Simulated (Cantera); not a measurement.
Ignition delay

Mixture: 16.4 % CH3OH, 17.5 % O2, 66.1 % N2, at 1.00 atm, adiabatic and at constant volume. Ignition delay is the time to a rise of 400 K.

Detailed kinetics in Cantera: GRI-Mech 3.0 (53 species, 325 reactions). GRI-Mech 3.0 was tuned for natural gas; its chemistry of methanol as a main component is partial and can be far from experiment.

| T0 (K) | delay (ms) |
|---|---|
| 1100 | 52.6 |
| 1175 | 13.0 |
| 1250 | 3.85 |
| 1325 | 1.32 |
| 1400 | 0.519 |
| 1475 | 0.229 |
| 1550 | 0.112 |
| 1625 | 0.0594 |
| 1700 | 0.0339 |

| Item | Result |
|---|---|
| apparent activation energy between 1550 and 1700 K | 170 kJ/mol |
